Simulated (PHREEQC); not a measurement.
Dissolve 0.083 mol HF, 0.22 mol NH4F and 0.00056 mol (NH4)2SiF6 per kg of water at 35 °C. Closed to the air; pH follows from the charge balance.

All values are PHREEQC results (ion-association model, wateq4f.dat), not measurements.

Precipitation was switched off in this run.

**Question.** What pH does the model give?

**Answer.** pH 3.72.

**Question.** In which forms is F present?

**Answer.** F- 61 %, HF2- 22 %, HF 14 %, H2F2 2.2 %, SiF6-2 1.1 % of the F.

Complexes and solids missing from the database can't appear. SiF6-2 is the database's only silicon fluoride.
